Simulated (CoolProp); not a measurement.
Values from CoolProp's reference Helmholtz-energy equation of state, Guder 2009.

### Question
Give the vapour pressure (MPa), vapour density (kg/m³), surface tension (mN/m), liquid viscosity (µPa s) of saturated sulfur hexafluoride at 261.9 K.

### Answer
```
T (K)  p (MPa)  vapour density (kg/m³)  surface tension (mN/m)  liquid viscosity (µPa s)
-----  -------  ----------------------  ----------------------  ------------------------
261.9    0.905                    74.4                    5.98                       224
```

Viscosity comes from a separate model (Quiñones-Cisneros 2012). Surface tension comes from a separate correlation (Mulero 2012).
